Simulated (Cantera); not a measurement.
# Hydrocarbon pyrolysis for carbon deposition

A perfectly stirred reactor is fed with 23.8 % C3H8, 76.2 % H2, at 0.0790 atm; it is held at 1575 K, and followed from long to short residence time.

Cantera simulation using GRI-Mech 3.0 (53 species, 325 reactions); the numbers are that mechanism's predictions, not measurements. GRI-Mech 3.0 was tuned for natural gas; its chemistry of propane as a main component is partial and can be far from experiment. GRI-Mech 3.0 stops at C3 and has no aromatics, soot or wall deposition, so with more carbon than oxygen in the feed, carbon stays in small species such as C2H2 where larger ones or solid carbon would form.

```tsv
τ (s)	x C3H8	x H2	x H	x C2H4	x CH3
5.7	6.27e-6	0.764	0.000169	0.00190	0.000170
1.3	2.46e-5	0.751	0.000216	0.00244	0.000328
0.31	8.86e-5	0.735	0.000288	0.00411	0.000616
0.072	0.000320	0.716	0.000390	0.00913	0.00115
0.017	0.00112	0.695	0.000525	0.0225	0.00206
0.0039	0.00405	0.671	0.000700	0.0532	0.00369
0.00091	0.0144	0.653	0.000881	0.0990	0.00679
```
x: mole fraction; the columns are a selection and need not sum to one.
